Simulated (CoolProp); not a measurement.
R1234ze(Z) along the isobar 0.665 MPa: fugacity coefficient from the reference equation and from simpler models built on Tc = 423.3 K, pc = 3.531 MPa, ω = 0.327; each cubic takes its own stable root.

Values from CoolProp's reference Helmholtz-energy equation of state, Akasaka 2019.

```
T (K)   phase  reference  Redlich-Kwong  Peng-Robinson
-----  ------  ---------  -------------  -------------
282    liquid     0.1435         0.2902         0.1449
296.4  liquid     0.2391         0.4359         0.2424
310.7  liquid     0.3738         0.6200         0.3802
325.1  liquid     0.5560         0.8455         0.5668
339.4  liquid     0.7880         0.8816         0.8042
353.8     gas     0.8667         0.8946         0.8778
368.2     gas     0.8848         0.9057         0.8916
382.5     gas     0.8996         0.9153         0.9035
396.9     gas     0.9121         0.9237         0.9140
411.3     gas     0.9226         0.9311         0.9231
425.6     gas     0.9316         0.9375         0.9311
440       gas     0.9393         0.9433         0.9382
```

At some of these states Redlich-Kwong gives the other phase, because its saturation line lies elsewhere.
